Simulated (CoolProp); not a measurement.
Propylene at 321.28 K and 3.34 MPa flows at 0.91 m/s in a round tube of 12.7 mm bore and 15 µm roughness, fully developed (64/Re and Nu = 3.66 if laminar; Colebrook and Gnielinski if turbulent). Each further row changes one setting.

Computed with CoolProp (reference Helmholtz-energy equation of state, Lemmon 2013).

```
case               Reynolds number  Darcy friction factor  pressure drop (Pa/m)  heat-transfer coefficient (W/(m² K))  mass flow (kg/h)
-----------------  ---------------  ---------------------  --------------------  ------------------------------------  ----------------
as stated                    68900                 0.0236                   361                                  2420               195
velocity 1.82 m/s           138000             (withheld)                  1360                                  4630               390
diameter 25.4 mm            138000             (withheld)            (withheld)                            (withheld)        (withheld)
```

Task: Complete the blanks.

Result: 
- velocity 1.82 m/s, Darcy friction factor: 0.0222
- diameter 25.4 mm, Darcy friction factor: 0.0200
- diameter 25.4 mm, pressure drop (Pa/m): 153
- diameter 25.4 mm, heat-transfer coefficient (W/(m² K)): 2110
- diameter 25.4 mm, mass flow (kg/h): 780

Viscosity comes from a separate model (Huber 2003), an estimate that may be off by 10 % or more. Thermal conductivity comes from a separate model (Huber 2003), an estimate that may be off by 10 % or more.
